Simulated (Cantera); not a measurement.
A closed system holds: 1 mol CaCl₂, 0.22 mol H₂O, 76 mol N₂, 3.7 mol H₂, held at 13.3 mbar.

These are equilibrium values from Cantera (NASA tables, ideal gas, pure condensed phases), not measurements of a reactor. Candidate condensed phases: Ca, CaCl₂, CaO, Ca(OH)₂, H₂O, NH₄Cl; 36 gas species. Mutual solubility and eutectic melting of coexisting phases are not modelled. Condensed phases not in the tables: oxide chlorides. The numbers say what is thermodynamically allowed, not how fast it happens.

### Question
At 1225 K, list the 5 most abundant gas species with their mole fractions, and the condensed phases.

### Answer
N₂ 0.948, H₂ 0.0462, HCl 0.00407, CaCl₂ 0.000921, H₂O 0.000711. Condensed: CaCl₂(l) + CaO(s).
